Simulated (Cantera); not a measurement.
A Cantera script and what it prints.

```python
import numpy as np
import cantera as ct

gas_names = """
    H HNO HNO2 HNO3 HO2 H2 H2O H2O2 N NH NH2 NH3 NH2OH NO NO2 NO3 N2 N2H2 N2H4 N2O O OH O2 O3
""".split()
cond_names = """
    H2O(s) H2O(L)
""".split()


# ... load() reads the species with a 1 bar reference pressure and builds the phases ...
atoms = {
    'N2O': {'N': 2, 'O': 1},
    'H2': {'H': 2},
    'O2': {'O': 2},
}
top_T = {}  # K; cautious upper limits of use, not melting points


# ... equilibrate(T, P, feed) seeds the gas with the atoms and calls Mixture.equilibrate('TP', solver="vcs", rtol=1e-11, max_steps=5000) ...
results = []
feed = {'N2O': 1, 'H2': 0.077, 'O2': 0.1}  # mol
P = 250000  # Pa
for T in [798, 998, 1198, 1398, 1598, 1798, 1998, 2198, 2398, 2598, 2798, 2998, 3198, 3398]:
    mix = equilibrate(T, P, feed)
    results.append((T, P, feed, dict(zip(mix.species_names, mix.species_moles))))

top = {s: max(r[3][s] / sum(r[3][g] for g in gas_names) for r in results) for s in gas_names}
cols = sorted((s for s in top if top[s] > 1e-06), key=lambda s: -top[s])[:7]
seen = [c for c in cond_names if any(r[3].get(c, 0) > 1e-12 for r in results)]
print("log10 of partial pressures in bar; condensed amounts in mol")
print(f"{'T/K':>10s}" + "".join(f"{s[:9]:>10s}" for s in cols + seen))
for T, P, feed, n in results:
    ng = sum(n[g] for g in gas_names)
    print(f"{T:10.4g}" + "".join(f"{np.log10(max(n[s] / ng * P / 1e5, 1e-99)):10.3f}" for s in cols)
          + "".join(f"{n.get(c, 0):10.4g}" for c in seen))
```

Result:

```
log10 of partial pressures in bar; condensed amounts in mol
       T/K        N2        O2         O        NO       H2O        OH         H
       798     0.183    -0.067   -13.173    -5.264    -0.930    -8.898   -18.685
       998     0.183    -0.067    -9.864    -4.066    -0.930    -6.769   -14.158
      1198     0.183    -0.067    -7.653    -3.267    -0.930    -5.348   -11.126
      1398     0.183    -0.068    -6.071    -2.696    -0.930    -4.333    -8.952
      1598     0.183    -0.069    -4.883    -2.269    -0.931    -3.572    -7.316
      1798     0.182    -0.070    -3.958    -1.938    -0.932    -2.981    -6.040
      1998     0.180    -0.073    -3.218    -1.674    -0.936    -2.510    -5.018
      2198     0.178    -0.078    -2.613    -1.460    -0.945    -2.129    -4.181
      2398     0.175    -0.086    -2.109    -1.285    -0.963    -1.818    -3.487
      2598     0.170    -0.098    -1.686    -1.140    -0.995    -1.564    -2.906
      2798     0.163    -0.117    -1.327    -1.022    -1.047    -1.362    -2.417
      2998     0.153    -0.146    -1.022    -0.928    -1.129    -1.209    -2.008
      3198     0.140    -0.189    -0.764    -0.857    -1.253    -1.106    -1.671
      3398     0.123    -0.251    -0.548    -0.809    -1.431    -1.055    -1.402
```

Equilibrium computed with Cantera from the NASA thermochemical tables; the gas is ideal and each condensed phase is pure.
